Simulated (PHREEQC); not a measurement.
Dissolve 1.2 mmol/kgw HF, 0.043 mmol/kgw NH4HF2 and 0.17 mmol/kgw H3PO4 at 85 °C. Closed to the air; pH follows from the charge balance.

Equilibrium calculation in PHREEQC: ion-association model, wateq4f.dat.

| quantity | before | after |
|---|---|---|
| pH | 3.32 | 3.78 |
| ionic strength (mol/kgw) | 0.000540 | 0.000211 |
| HF (mol/kgw) | 0.000896 | 3.82e-5 |
| F- (mol/kgw) | 0.000387 | 4.78e-5 |
| HF2- (mol/kgw) | 1.46e-6 | 7.70e-9 |
| H2F2 (mol/kgw) | 1.93e-7 | 3.50e-10 |

### Question
What was changed between the two runs?
(A) HF left out
(B) temperature from 85 to 45 °C
(C) H3PO4 left out
(D) NH4HF2 from 4.3e-05 to 8.6e-05 mol/kgw
(E) H3PO4 replaced by NaH2PO4 at the same molality

### Answer
A, HF left out

This is a speciation only: nothing precipitates in the calculation. H3PO4, which wateq4f.dat lacks, is added to it with the constant of phreeqc.dat. Away from 25 °C the constants follow the database's enthalpies or fits; those with neither stay at their 25 °C values.
